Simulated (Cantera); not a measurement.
A Cantera script and its output.

```python
import numpy as np
import cantera as ct

gas = ct.Solution("gri30.yaml")
gas.TPX = 1198, 610, {'H2': 0.14, 'O2': 1, 'N2': 0.53}
reactor = ct.IdealGasConstPressureReactor(gas, energy="off", clone=False)
net = ct.ReactorNet([reactor])
net.rtol, net.atol = 1e-08, 1e-18
show = ['H2', 'O2', 'O', 'OH', 'H2O2', 'N2O', 'H2O']
times = np.geomspace(0.0001, 3, 11)

steps = ct.SolutionArray(gas, extra=["t"])
rows = []
print(f"{'t/s':>10s}{'T/K':>9s}{'P/Pa':>11s}" + "".join(f"{s:>11s}" for s in show))
for t in times:
    while net.time < t:
        t_next = net.step()
        steps.append(gas.state, t=t_next)
    rows.append([np.interp(t, steps.t, y) for y in (steps.T, steps.P, *steps(*show).X.T)])
    print(f"{t:10.3e}{rows[-1][0]:9.1f}{rows[-1][1]:11.4g}" + "".join(f"{x:11.3e}" for x in rows[-1][2:]))
rate = np.gradient(steps.T, steps.t)
print("integrator steps:", len(steps.t))
if steps.T.max() > steps.T[0] + 200:
    print(f"time of steepest temperature rise: {steps.t[rate.argmax()]:.4e} s")
gas.TPX = 1198, 610, {'H2': 0.14, 'O2': 1, 'N2': 0.53}
gas.equilibrate("TP")
print(f"equilibrium (TP): T = {gas.T:.1f} K  " + "  ".join(f"{s} {gas[s].X[0]:.3e}" for s in show))
```

It prints:

```
       t/s      T/K       P/Pa         H2         O2          O         OH       H2O2        N2O        H2O
 1.000e-04   1198.0        610  8.383e-02  5.988e-01  5.215e-10  4.410e-10  3.097e-13  1.810e-17  1.879e-10
 2.804e-04   1198.0        610  8.383e-02  5.988e-01  3.477e-09  2.469e-09  2.430e-12  6.349e-17  3.010e-09
 7.860e-04   1198.0        610  8.383e-02  5.988e-01  3.893e-08  2.455e-08  1.902e-11  3.093e-16  6.406e-08
 2.204e-03   1198.0        610  8.381e-02  5.988e-01  7.081e-06  4.392e-06  1.595e-10  1.306e-14  1.417e-05
 6.178e-03   1198.0        610  5.922e-03  5.477e-01  3.489e-02  6.110e-03  8.249e-08  2.724e-10  6.195e-02
 1.732e-02   1198.0        610  2.571e-03  5.452e-01  3.907e-02  4.598e-03  5.113e-08  1.196e-09  6.876e-02
 4.856e-02   1198.0        610  2.167e-03  5.522e-01  3.153e-02  4.246e-03  5.522e-08  1.399e-09  7.285e-02
 1.361e-01   1198.0        610  1.313e-03  5.648e-01  1.788e-02  3.336e-03  6.148e-08  1.767e-09  7.978e-02
 3.817e-01   1198.0        610  3.923e-04  5.764e-01  5.113e-03  1.836e-03  5.736e-08  2.676e-09  8.532e-02
 1.070e+00   1198.0        610  6.029e-05  5.803e-01  7.781e-04  7.219e-04  3.264e-08  3.950e-09  8.699e-02
 3.000e+00   1198.0        610  8.605e-06  5.811e-01  1.113e-04  2.737e-04  1.267e-08  4.814e-09  8.734e-02
integrator steps: 1403
equilibrium (TP): T = 1198.0 K  H2 1.803e-08  O2 5.811e-01  O 2.360e-07  OH 1.261e-05  H2O2 1.226e-10  N2O 7.417e-10  H2O 8.749e-02
```

Cantera simulation using GRI-Mech 3.0 (53 species, 325 reactions); the numbers are that mechanism's predictions, not measurements. Radical loss at walls, strong at low pressure, is not modelled. The temperature is held fixed by assumption; the heat of reaction is taken as removed at once.
